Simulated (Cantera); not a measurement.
Feed: 1 mol KCl, 2.2 mol O2, 130 mol H2, at 190 Pa.

Cantera equilibrium calculation (NASA polynomials, part measured and part estimated; ideal gas, pure solids and liquids). Candidate condensed phases: H2O, K, KCl, KOH, KO2, K2O, K2O2; 22 gas species. Kinetics and transport are ignored. All values below are at 1573 K.

Base state: H2 0.957, H2O 0.0335, KCl 0.00621, HCl 0.00141, K 0.00140, H 0.000912 (mole fractions); condensed: gas only.

**Question.** What changes in the equilibrium state with this change: KCl replaced by NaBr?

**Answer.** 
```json
[
 {"species": "H2", "before": "0.957", "after": "0.956"},
 {"species": "H2O", "before": "0.0335", "after": "0.0335"},
 {"species": "NaBr", "before": "0", "after": "0.00608"},
 {"species": "KCl", "before": "0.00621", "after": "0"},
 {"species": "Na", "before": "0", "after": "0.00154"},
 {"species": "HBr", "before": "0", "after": "0.00144"},
 {"species": "HCl", "before": "0.00141", "after": "0"}
]
```
Further candidate phases: Br2, Na, NaBr, NaOH, NaO2, Na2O, Na2O2.
